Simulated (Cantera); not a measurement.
A closed system holds: 1 mol Si3N4, 0.016 mol C, 7.8 mol H2, held at 10.0 mbar.

Method: chemical equilibrium by Gibbs-energy minimisation in Cantera with the NASA 1993 tables (ideal gas, pure condensed phases). Candidate condensed phases: C, C6H6, C7H8, C8H18, Si, SiC, Si3N4; 105 gas species. Mutual solubility and eutectic melting of coexisting phases are not modelled. The tables' values for SiN are old estimates; treat these amounts as uncertain. Gases not in the tables: Si2H6 and higher silanes. Rates play no part.

Q: At 2025 K, list the 6 most abundant gas species with their mole fractions, and the condensed phases.

A: H2 0.775, N2 0.201, H 0.0169, Si 0.00582, HCN 0.000385, SiH 0.000328. Condensed: Si(l) + SiC(s).
